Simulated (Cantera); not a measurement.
Charge: 1 mol Fe3O4, 1.8 mol H2O, a varied amount of H2, at 1400 °C and 0.0100 bar.

Cantera equilibrium calculation (NASA polynomials, part measured and part estimated; ideal gas, pure solids and liquids). Candidate condensed phases: Fe, FeO, Fe(OH)2, Fe(OH)3, Fe2O3, Fe3O4, H2O; 12 gas species. Mutual solubility and eutectic melting of coexisting phases are not modelled. The tables' stoichiometric FeO is somewhat more stable than real wüstite, so its field is too wide. FeO: taken at fixed stoichiometry. The numbers say what is thermodynamically allowed, not how fast it happens.

Problem. Which condensed phases are stable at each of these points (n(H2) (mol)): 0.15, 0.18, 0.21, 0.25, 0.3, 0.36, 0.43, 0.51, 0.61, 0.73, 0.87, 1, 1.2?

Solution. 
```tsv
n(H2) (mol)	condensed phases	Fe condensed (%)
0.15	FeO(l) + Fe3O4(s)	100.0
0.18	FeO(l) + Fe3O4(s)	100.0
0.21	FeO(l) + Fe3O4(s)	100.0
0.25	FeO(l) + Fe3O4(s)	100.0
0.3	FeO(l) + Fe3O4(s)	100.0
0.36	FeO(l) + Fe3O4(s)	100.0
0.43	FeO(l) + Fe3O4(s)	100.0
0.51	FeO(l) + Fe3O4(s)	100.0
0.61	FeO(l) + Fe3O4(s)	100.0
0.73	FeO(l) + Fe3O4(s)	100.0
0.87	FeO(l) + Fe3O4(s)	100.0
1	FeO(l) + Fe3O4(s)	100.0
1.2	FeO(l)	100.0
```

From 0.15 mol H2 to 1 mol H2 the condensed part is FeO(l) + Fe3O4(s). At 1.2 mol H2 the condensed part is FeO(l).
